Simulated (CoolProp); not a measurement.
A Linde-Hampson liquefier for nitrogen: isothermal reversible compression at 280 K from 1 atm to 10 MPa, throttling to 1 atm, return gas leaving the recuperator 10 K below the feed. Each further row changes one setting.

Model: reference Helmholtz-energy equation of state, Span 2000, in CoolProp.

```
case                        liquid yield per pass  compression work (kJ/kg of gas)
--------------------------  ---------------------  -------------------------------
as stated                                   0.030                              380
high pressure 20 MPa                        0.068                              438
warm-end temperature 310 K                  0.017                              423
warm-end gap 15 K                           0.018                              380
```
